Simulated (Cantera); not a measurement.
# Thermodynamics of carbothermic reduction, feed CuO + C + N₂

Input: 1 mol CuO, 0.68 mol C, 1.6 mol N₂, held at 1425 °C.

Cantera equilibrium calculation (NASA polynomials, part measured and part estimated; ideal gas, pure solids and liquids). Candidate condensed phases: C, Cu, CuO, Cu₂O; 27 gas species. Equilibrium is a limit: real reactors are often held back by kinetics, nucleation or transport.

At 10.0 Pa nothing is condensed. From 1.00 mbar to 10.0 bar the condensed part is Cu(l). The main Cu-bearing gas is Cu throughout.

```json
[
 {"P (Pa)": "10", "log p N₂": "-4.31", "log p Cu": "-4.52", "log p CO": "-4.96", "log p CO₂": "-5.01", "log p Cu₂": "-8.14", "log p O₂": "-8.45", "n Cu(l)": "0"},
 {"P (Pa)": "100", "log p N₂": "-3.23", "log p Cu": "-3.81", "log p CO": "-3.87", "log p CO₂": "-3.93", "log p Cu₂": "-6.73", "log p O₂": "-8.45", "n Cu(l)": "0.581"},
 {"P (Pa)": "1000", "log p N₂": "-2.16", "log p Cu": "-3.81", "log p CO": "-2.81", "log p CO₂": "-2.86", "log p Cu₂": "-6.73", "log p O₂": "-8.45", "n Cu(l)": "0.964"},
 {"P (Pa)": "10000", "log p N₂": "-1.15", "log p Cu": "-3.81", "log p CO": "-1.80", "log p CO₂": "-1.85", "log p Cu₂": "-6.73", "log p O₂": "-8.45", "n Cu(l)": "0.996"},
 {"P (Pa)": "100000", "log p N₂": "-0.15", "log p Cu": "-3.81", "log p CO": "-0.80", "log p CO₂": "-0.85", "log p Cu₂": "-6.73", "log p O₂": "-8.45", "n Cu(l)": "1.000"},
 {"P (Pa)": "1000000", "log p N₂": "0.85", "log p Cu": "-3.81", "log p CO": "0.20", "log p CO₂": "0.15", "log p Cu₂": "-6.73", "log p O₂": "-8.45", "n Cu(l)": "1.000"}
]
```
log p: log10 of the partial pressure in bar; n: condensed amount in mol.
